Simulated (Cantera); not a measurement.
A freely propagating, adiabatic, planar premixed flame of CO : H2 : CH4 : O2 : N2 = 1 : 0.9 : 0.51 : 1.64 : 6.17 (molar parts), unburnt at 623 K and 75.0 Torr; multicomponent transport, grid criteria slope 0.08 and curve 0.16, no radiation.

Detailed kinetics in Cantera: GRI-Mech 3.0 (53 species, 325 reactions). Burning velocities carry a grid error of a few per cent, more on coarse grids.

x: mole fraction of selected species; z is measured from the peak of heat release.

| z (mm) | T (K) | u (m/s) | x CO | x H2 | x CH4 | x CH2O | x HCN | x OH |
|---|---|---|---|---|---|---|---|---|
| -7.54 | 623 | 3.96 | 0.0978 | 0.0881 | 0.0499 | <1e-8 | <1e-8 | <1e-8 |
| -5.03 | 623 | 3.96 | 0.0979 | 0.0880 | 0.0499 | 2.43e-7 | <1e-8 | 3.72e-7 |
| -3.77 | 625 | 3.98 | 0.0978 | 0.0877 | 0.0499 | 2.46e-6 | <1e-8 | 5.11e-6 |
| -2.51 | 640 | 4.07 | 0.0977 | 0.0865 | 0.0498 | 1.34e-5 | <1e-8 | 3.87e-5 |
| -1.26 | [?] | 4.83 | 0.0981 | 0.0814 | 0.0472 | 6.92e-5 | <1e-8 | 0.000162 |
| -0.628 | [?] | 6.54 | 0.104 | 0.0752 | 0.0349 | 0.000357 | 4.19e-8 | 0.000671 |
| 0 | [?] | 9.23 | 0.118 | 0.0613 | 0.0102 | 0.000524 | 2.57e-7 | 0.00361 |
| 0.628 | 1616 | 10.5 | 0.116 | 0.0416 | 0.000878 | 9.06e-5 | 3.35e-7 | 0.00758 |
| 1.26 | 1658 | 10.7 | 0.105 | 0.0315 | 3.90e-5 | 4.65e-6 | 1.82e-7 | 0.00929 |
| 2.51 | 1694 | 10.9 | 0.0881 | 0.0291 | 9.19e-8 | 1.18e-8 | 3.79e-8 | 0.0102 |
| 5.03 | 1733 | 11.1 | 0.0749 | 0.0310 | <1e-8 | <1e-8 | <1e-8 | 0.0107 |
| 10.1 | 1779 | 11.3 | 0.0714 | 0.0317 | <1e-8 | <1e-8 | <1e-8 | 0.0112 |
| 20.1 | 1842 | 11.7 | 0.0719 | 0.0313 | <1e-8 | <1e-8 | <1e-8 | 0.0118 |

**Question.** Some entries are withheld; supply them.

**Answer.** 
- -1.26, T (K): 760
- -0.628, T (K): 1023
- 0, T (K): 1430
